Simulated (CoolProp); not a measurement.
Dry air at 101.77 K and 0.604 MPa is throttled through a valve to 0.409 MPa with no heat exchange. Each further row changes one setting.

Model: reference Helmholtz-energy equation of state, Lemmon 2000, in CoolProp. It is a pseudo-pure fit of the blend.

```tsv
case	temperature change (K)	final density (kg/m³)
as stated	-3.5	16.1
outlet pressure 0.123 MPa	-9.1	4.78
outlet pressure 0.532 MPa	-1.3	21.0
```
